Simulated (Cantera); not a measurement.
Input: 1 mol BF3, 25 mol H2, 2.3 mol N2, held at 1398.15 K and 0.0130 bar.

These are equilibrium values from Cantera (NASA tables, ideal gas, pure condensed phases), not measurements of a reactor. Candidate condensed phases: B, BN; 31 gas species. N2 is the only nitrogen source here; it is nearly inert below about 1500 K, so the nitride shown seldom forms there in practice. The tables' values for BF2 are old estimates; treat these amounts as uncertain. Kinetics and transport are ignored.

Problem. What is the equilibrium state?

Solution. 
```
Property                            Result
-------------------------------  ---------
x(H2)                                0.875
x(N2)                               0.0786
x(BF3)                              0.0292
x(HF)                               0.0170
x(BHF2)                           0.000563
x(BF2)                            0.000155
x(H)                               3.89e-5
x(BF)                              3.42e-6
n(BN(s))                         0.153 mol
gas amount                       28.30 mol
log10 activity of B(s) (absent)      -3.27
```
